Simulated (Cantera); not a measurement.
Input: 1 mol C6H6, 0.5 mol CO2, at 2.50 bar.

Equilibrium computed with Cantera from the NASA thermochemical tables; the gas is ideal and each condensed phase is pure. Candidate condensed phases: C, C6H6, C7H8, C8H18, H2O; 131 gas species. Ions and electrons are included (thermal ionisation). Equilibrium is a limit: real reactors are often held back by kinetics, nucleation or transport.

**Question.** Which condensed phases are stable at each of these points (T (°C)): 2727, 2977, 3227, 3477, 3727, 3977, 4227, 4477, 4727?

**Answer.** 
| T (°C) | condensed phases | C condensed (%) |
|---|---|---|
| 2727 | C(graphite) | 79.1 |
| 2977 | C(graphite) | 73.8 |
| 3227 | C(graphite) | 63.6 |
| 3477 | C(graphite) | 32.3 |
| 3727 | gas only | 0.0 |
| 3977 | gas only | 0.0 |
| 4227 | gas only | 0.0 |
| 4477 | gas only | 0.0 |
| 4727 | gas only | 0.0 |

From 2727 °C to 3477 °C the condensed part is C(graphite). From 3727 °C to 4727 °C nothing is condensed.
